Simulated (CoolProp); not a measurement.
Vapour-liquid equilibrium of propane (1) + n-butane (2) at 36.85 °C; x and y are mole fractions of (1).

Values from CoolProp's multi-fluid Helmholtz-energy mixture model, Lemmon 2009 and Bücker 2006; pair parameters Kunz 2012.

```tsv
x	bubble pressure (kPa)	y at the bubble point	dew pressure at overall composition x (kPa)	liquid density (mol/L)
0.05	386.8	0.139	359.9	9.675
0.125	448.9	0.303	382.4	9.767
0.2	512.2	0.431	407.9	9.859
0.275	576.8	0.533	436.9	9.950
0.35	642.7	0.616	470.3	10.04
0.425	709.7	0.686	508.9	10.13
0.5	778.0	0.746	554.3	10.22
0.575	847.5	0.797	608.3	10.30
0.65	918.4	0.842	673.3	10.39
0.725	990.8	0.882	752.9	10.47
0.8	1065	0.918	852.2	10.55
0.875	1141	0.951	977.9	10.62
0.95	1219	0.981	1139	10.68
```

No azeotrope shows between x = 0.05 and 0.95.

The pair parameters rest on a limited set of measurements; away from them the model extrapolates.
